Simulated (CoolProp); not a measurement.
A Linde-Hampson liquefier for ethane: isothermal reversible compression at 320 K from 1 atm to 30 MPa, throttling to 1 atm, return gas leaving the recuperator 5 K below the feed. Each further row changes one setting.

The numbers come from the reference Helmholtz-energy equation of state, Bücker 2006 in CoolProp.

| case | liquid yield per pass | compression work (kJ/kg of gas) |
|---|---|---|
| as stated | … | 390 |
| high pressure 60 MPa | … | 457 |
| warm-end temperature 350 K | … | 457 |
| warm-end gap 10 K | … | 390 |

Task: Complete the blanks.

Result: 
- as stated, liquid yield per pass: 0.460
- high pressure 60 MPa, liquid yield per pass: 0.431
- warm-end temperature 350 K, liquid yield per pass: 0.385
- warm-end gap 10 K, liquid yield per pass: 0.453
